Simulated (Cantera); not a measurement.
An isothermal, constant-pressure homogeneous reactor starts with H2 : O2 : N2 = 0.0075 : 1 : 1.6 (molar parts), at 1123 K and 0.0118 atm.

Cantera simulation using GRI-Mech 3.0 (53 species, 325 reactions); the numbers are that mechanism's predictions, not measurements. Radical loss at walls, strong at low pressure, is not modelled.

x: mole fraction; the columns are a selection and need not sum to one.

```csv
t (s),x H2,x O2,x H2O,x HO2,x H,x NO
1.00e-6,0.00288,0.384,<1e-12,<1e-12,<1e-12,<1e-12
6.76e-6,0.00288,0.384,<1e-12,1.30e-12,1.27e-12,<1e-12
4.57e-5,0.00288,0.384,<1e-12,8.79e-12,7.74e-12,<1e-12
0.000309,0.00288,0.384,2.47e-12,5.95e-11,2.99e-11,<1e-12
0.00209,0.00288,0.384,2.69e-10,4.04e-10,9.46e-11,<1e-12
0.0141,0.00288,0.384,1.60e-7,3.60e-9,?,<1e-12
0.0956,9.66e-6,0.381,0.00273,3.54e-7,?,1.88e-9
0.647,3.69e-6,0.382,0.00281,2.29e-7,?,8.09e-9
4.37,2.95e-7,0.383,0.00286,5.59e-8,?,1.21e-8
29.6,1.14e-8,0.383,0.00288,5.15e-9,?,1.33e-8
200,7.11e-10,0.383,0.00288,5.76e-10,7.37e-11,1.37e-8
```

Q: What belongs in the gaps?

A: 
- 0.0141, x H: 1.44e-8
- 0.0956, x H: 9.93e-5
- 0.647, x H: 2.49e-5
- 4.37, x H: 5.76e-7
- 29.6, x H: 4.61e-9
